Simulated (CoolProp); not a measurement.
Vapour-liquid equilibrium of ethylene (1) + n-perfluorobutane (2) at -48.55 °C; x and y are mole fractions of (1).

Model: multi-fluid Helmholtz-energy mixture model, Smukala 2000 and Gao 2022; pair parameters Bell 2016, in CoolProp.

Q: Give the bubble pressure and the first vapour's composition at x = 0.05, 0.2, 0.575. Is there an azeotrope?

A: x = 0.05: 0.1486 MPa, y = 0.935; x = 0.2: 0.5673 MPa, y = 0.982; x = 0.575: 0.8793 MPa, y = 0.988. No azeotrope shows between x = 0.05 and 0.95.

The pair parameters rest on a limited set of measurements; away from them the model extrapolates. The gap from Raoult's law changes sign with composition, which may be real or a fault of the pair parameters; it wasn't checked against measurements. With so large a gap from Raoult's law the liquid may split in two, which this calculation doesn't test in full.
